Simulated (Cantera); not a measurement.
Feed: 1 mol CuO, 5.5 mol C, 0.015 mol CO, at 2325 °C and 1330 Pa.

These are equilibrium values from Cantera (NASA tables, ideal gas, pure condensed phases), not measurements of a reactor. Candidate condensed phases: C, Cu, CuO, Cu₂O; 15 gas species. Kinetics and transport are ignored.

Base state: CO 0.504, Cu 0.496, Cu₂ 0.000205, C₃ 0.000161, C 4.56e-5, C₂ 1.52e-5 (mole fractions); condensed: C(graphite).

Q: What changes in the equilibrium state with this change: 1 mol NH₃ added?

A: 
| species | before | after |
|---|---|---|
| H₂ | 0 | 0.248 |
| CO | 0.504 | 0.232 |
| Cu | 0.496 | 0.228 |
| H | 0 | 0.164 |
| N₂ | 0 | 0.106 |
| HCN | 0 | 0.0145 |
| C₂H₂ (acetylene) | 0 | 0.00399 |
| HNC | 0 | 0.00189 |
| C(graphite), mol | 4.50 | 4.39 |
Further candidate phases: C₆H₆, C₇H₈, C₈H₁₈, Cu(OH)₂, H₂O.

Q: What changes in the equilibrium state with this change: temperature from 2325 °C to 627 °C?

A: 
| species | before | after |
|---|---|---|
| CO | 0.504 | 0.935 |
| CO₂ | 1.01e-8 | 0.0651 |
| Cu | 0.496 | <1e-9 |
| Cu₂ | 0.000205 | <1e-9 |
| C₃ | 0.000161 | <1e-9 |
| C | 4.56e-5 | <1e-9 |
| C₂ | 1.52e-5 | <1e-9 |
| C(graphite), mol | 4.50 | 4.56 |
| Cu(s), mol | 0 | 1.00 |
